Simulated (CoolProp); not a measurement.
2000 sccm (0 °C, 1 atm) of nitrogen bubbles through liquid octamethyltrisiloxane (MDM) at 290.9 K and leaves saturated at a total pressure of 0.00851 MPa (ideal gas phase). Each further row changes one setting.

Computed with CoolProp (reference Helmholtz-energy equation of state, Thol 2017).

| case | vapour pressure (kPa) | mole fraction of vapour | delivery (mg/min) | delivery (sccm) | change of delivery for a bath 1 K warmer (%) |
|---|---|---|---|---|---|
| as stated | 0.306 | ? | 787 | 74.6 | 7.5 |
| bath temperature 295.9 K | ? | ? | 1120 | 107 | 7.3 |
| total pressure 0.017 MPa | 0.306 | ? | 387 | 36.7 | 7.3 |

**Question.** Complete the blanks.

**Answer.** 
- as stated, mole fraction of vapour: 0.0360
- bath temperature 295.9 K, vapour pressure (kPa): 0.430
- bath temperature 295.9 K, mole fraction of vapour: 0.0506
- total pressure 0.017 MPa, mole fraction of vapour: 0.0180
